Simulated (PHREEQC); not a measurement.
Dissolve 0.42 mol HF, 9.3e-05 mol (NH4)2SiF6 and 0.00019 mol HBF4 per kg of water at 9.5 °C. Closed to the air; pH follows from the charge balance.

The numbers come from PHREEQC with the ion-association model, phreeqc.dat.

This is a speciation only: nothing precipitates in the calculation.

Q: What pH, ionic strength, activity of water does the model give?

A: pH 1.56; ionic strength 0.0318 mol/kgw; activity of water 0.993.

Q: In which forms is F present?

A: HF 88 %, HF2- 8.2 %, F- 3.3 % of the F.

Away from 25 °C the constants follow the database's enthalpies or fits; those with neither stay at their 25 °C values. SiF6-2 is the database's only silicon fluoride. Real BF4- forms and hydrolyses slowly; the run takes it at equilibrium.
